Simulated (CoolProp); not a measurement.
Vapour pressure (bar) of ammonia: the reference equation beside estimates from Tc = 405.6 K, pc = 113.6 bar, ω = 0.256.

The numbers come from the reference Helmholtz-energy equation of state, Gao 2020 in CoolProp.

| T (K) | reference | Lee-Kesler | Soave-Redlich-Kwong | Peng-Robinson |
|---|---|---|---|---|
| 295.5 | 9.233 | 9.283 | 9.280 | 9.212 |
| 298.5 | 10.14 | 10.20 | 10.20 | 10.12 |
| 301.5 | 11.10 | 11.18 | 11.19 | 11.09 |
| 304.4 | 12.11 | 12.20 | 12.21 | 12.09 |
| 307.4 | 13.21 | 13.32 | 13.34 | 13.20 |
| 310.4 | 14.39 | 14.52 | 14.55 | 14.39 |
| 313.4 | 15.65 | 15.80 | 15.83 | 15.65 |
| 316.3 | 16.95 | 17.11 | 17.16 | 16.96 |
| 319.3 | 18.37 | 18.55 | 18.61 | 18.39 |
| 322.3 | 19.88 | 20.08 | 20.16 | 19.91 |
| 325.3 | 21.49 | 21.69 | 21.80 | 21.52 |
| 328.2 | 23.13 | 23.35 | 23.48 | 23.18 |
| 331.2 | 24.92 | 25.15 | 25.31 | 24.98 |
| 334.2 | 26.82 | 27.06 | 27.25 | 26.90 |
| 337.1 | 28.76 | 29.00 | 29.23 | 28.85 |

Absolute difference from the reference over all 15 rows, mean and median: Lee-Kesler 0.9 and 0.9 %, Soave-Redlich-Kwong 1.2 and 1.2 %, Peng-Robinson 0.2 and 0.2 %.
